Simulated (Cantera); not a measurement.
Charge: 1 mol Pb, 0.16 mol CO, equilibrated at 7.50 Torr.

Equilibrium computed with Cantera from the NASA thermochemical tables; the gas is ideal and each condensed phase is pure. Candidate condensed phases: C, Pb, PbO, PbO2, Pb3O4; 15 gas species. Equilibrium is a limit: real reactors are often held back by kinetics, nucleation or transport. All values below are at 1577 °C.

Base state: Pb 0.862, CO 0.138, Pb2 4.94e-5 (mole fractions); condensed: gas only.

### Question
What changes in the equilibrium state with this change: 0.028 mol CH4 added?

### Answer
```tsv
species	before	after
Pb	0.862	0.822
CO	0.138	0.132
H2	0	0.0454
H	0	0.00115
C2H2 (acetylene)	0	1.19e-5
C(graphite), mol	0	0.0280
```
Further candidate phases: C6H6, C7H8, C8H18, H2O.
